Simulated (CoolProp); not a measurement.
Vapour-liquid equilibrium of R227EA (1) + isobutene (2) at 56.8 kPa; x and y are mole fractions of (1).

The numbers come from the multi-fluid Helmholtz-energy mixture model, Lemmon 2016 and Lemmon 2005; pair parameters Bell 2016 in CoolProp.

Give the bubble temperature and the first vapour's composition at x = 0.05, 0.275, 0.425. Is there an azeotrope?

x = 0.05: -25.3 °C, y = 0.213; x = 0.275: -31.5 °C, y = 0.494; x = 0.425: -32.4 °C, y = 0.548. y crosses x between x = 0.575 and 0.65: the model has an azeotrope there.

Pair parameters are fitted to limited data, so mixtures are less certain than the pure fluids.
